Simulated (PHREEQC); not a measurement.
Solution (20 °C): 1.7 mmol/kgw KH2PO4 and 0.32 mmol/kgw Na2HPO4. Closed to the air; pH follows from the charge balance.

Computed with PHREEQC (ion-association model, wateq4f.dat).

Question: The ionic strength comes out as 0.00266 mol/kgw. What activity coefficients do HPO4-2, H2PO4-, Na+, K+ get?

Answer: HPO4-2 0.80, H2PO4- 0.95, Na+ 0.95, K+ 0.94.

No solid was allowed to form. Species that the database lacks are ignored. H3PO4, which wateq4f.dat lacks, is added to it with the constant of phreeqc.dat.
